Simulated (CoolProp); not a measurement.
Model: reference Helmholtz-energy equation of state, Akasaka 2023, in CoolProp.

Problem. For R1336mzz(E), give the phase and the density (kg/m³), cp (kJ/(kg K)), isothermal compressibility (1/MPa), expansivity (1/kK) at 41.05 °C and 24.7 bar.

Solution. 
- 41.05 °C and 24.7 bar: liquid; density 1290, cp 1.25, isothermal compressibility 0.00415, expansivity 2.49
